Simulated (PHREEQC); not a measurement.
**City or well water**

Model water analysis in mg/L, 25 °C, pH 7.29, pe 10.6:

```csv
constituent,mg/L
Na,13.8
K,31.5
Ca,16.7
Mg,2.89
Cl,42.2
S(6) as SO4,27
Alkalinity as HCO3,41.4
Br,1.66
```

Valence states are taken as typed.

Computed with PHREEQC (ion-association model, phreeqc.dat).

No solid was allowed to form.

What specific conductance, charge-balance error does the model give?

specific conductance 296 µS/cm; charge-balance error 0.5 %.

In which forms is Ca present?

Ca+2 96 %, CaSO4 2.8 %, CaHCO3+ 0.6 % of the Ca.

Species that the database lacks are ignored.
